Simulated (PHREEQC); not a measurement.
# Polishing slurry liquid: speciation

Solution (25 °C): 0.043 mol HNO3 per kg of water. Closed to the air; pH follows from the charge balance.

Equilibrium calculation in PHREEQC: ion-association model, phreeqc.dat.

This is a speciation only: nothing precipitates in the calculation.

Q: Predict the pH.

A: pH 1.43.
